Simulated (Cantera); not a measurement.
Input: 1 mol CF₄, 3.5 mol H₂, equilibrated at 2950 K and 750 Torr.

Equilibrium computed with Cantera from the NASA thermochemical tables; the gas is ideal and each condensed phase is pure. Kinetics and transport are ignored.

```tsv
species	before	after
HF	0.702	0.465
H	0.0634	0.406
F	0.00114	0.0535
H₂	0.220	0.0199
C	3.12e-5	0.0105
C₃	0.000181	0.0334
C₂H₂ (acetylene)	0.0118	0.000585
CH₃	1.85e-5	1.74e-8
C₂	1.82e-5	0.00454
C₄	5.30e-7	7.21e-5
C₅	2.85e-6	0.000286
C₄H₂	0.000265	7.16e-6
CF	0.000119	0.00412
C(graphite), mol	0.848	0
```
Gas species are given as mole fractions.

What was changed between the two runs?
A) temperature from 2950 K to 2023 K
B) temperature from 2950 K to 1848.15 K
C) temperature from 2950 K to 2275 K
D) pressure from 750 Torr to 1.65 Torr

D, pressure from 750 Torr to 1.65 Torr
